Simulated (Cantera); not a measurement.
An adiabatic, constant-volume homogeneous reactor starts with CH4 : O2 : N2 = 1.9 : 2.17 : 8.17 (molar parts), at 1300 K and 1.00 bar.

Cantera simulation using GRI-Mech 3.0 (53 species, 325 reactions); the numbers are that mechanism's predictions, not measurements.

Problem. Predict: time of steepest temperature rise; temperature at 2.00 s; equilibrium temperature; x(O2) at 2.00 s; x(O) at 2.00 s; x(OH) at 2.00 s.

Solution. 
| Item | Value |
|---|---|
| time of steepest temperature rise | 14.9 ms |
| temperature at 2.00 s | 2745 K |
| equilibrium temperature | 2745 K |
| x(O2) at 2.00 s | 0.000208 (gas-phase equilibrium 0.000208) |
| x(O) at 2.00 s | 0.000406 (gas-phase equilibrium 0.000406) |
| x(OH) at 2.00 s | 0.00500 (gas-phase equilibrium 0.00500) |
